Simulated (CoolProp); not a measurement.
Properties of octamethylcyclotetrasiloxane (D4) along the isotherm 620 K.

Computed with CoolProp (reference Helmholtz-energy equation of state, Thol 2015).

| p (MPa) | phase | cp (kJ/(kg K)) | expansivity (1/kK) |
|---|---|---|---|
| 0.253 | gas | 2.055 | 2.004 |
| 0.505 | gas | 2.077 | 2.542 |
| 0.758 | gas | 2.109 | 3.325 |
| 1.01 | gas | 2.159 | 4.530 |
| 1.26 | gas | 2.244 | 6.536 |
| 1.52 | supercritical | 2.419 | 10.53 |
| 1.77 | supercritical | 2.772 | 18.23 |
| 2.02 | supercritical | 3.073 | 23.29 |
